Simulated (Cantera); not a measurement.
An isothermal, constant-pressure homogeneous reactor starts with H2 : O2 = 0.0053 : 1 (molar parts), equivalence ratio 0.0027, at 900 K and 1330 Pa.

Computed with Cantera and the H2/O2 subset of GRI-Mech 3.0, which has no nitrogen chemistry. Radical loss at walls, strong at low pressure, is not modelled. Below about 950 K walls govern HO2 and H2O2 in real vessels.

x: mole fraction; the columns are a selection and need not sum to one.

```csv
t (s),x H2,x O2,x H2O,x O,x HO2,x H2O2
0.000200,0.00527,0.995,<1e-12,<1e-12,<1e-12,<1e-12
0.000752,0.00527,0.995,<1e-12,1.27e-12,1.88e-12,<1e-12
0.00283,0.00527,0.995,6.64e-12,1.08e-11,7.34e-12,<1e-12
0.0106,0.00527,0.995,3.00e-10,2.77e-10,3.99e-11,<1e-12
0.0399,0.00526,0.995,5.64e-6,4.79e-6,2.42e-7,2.65e-11
0.150,5.95e-5,0.994,0.00517,0.000626,1.49e-6,2.04e-8
0.565,?,0.995,0.00527,?,?,?
2.12,2.17e-7,0.995,0.00528,8.42e-6,8.76e-8,4.24e-9
7.98,1.71e-8,0.995,0.00529,8.11e-7,1.51e-8,1.64e-9
30.0,1.04e-9,0.995,0.00529,1.04e-7,2.47e-9,4.47e-10
```

Task: Some entries are withheld; supply them.

Result: 
- 0.565, x H2: 2.65e-6
- 0.565, x O: 8.50e-5
- 0.565, x HO2: 3.66e-7
- 0.565, x H2O2: 7.28e-9
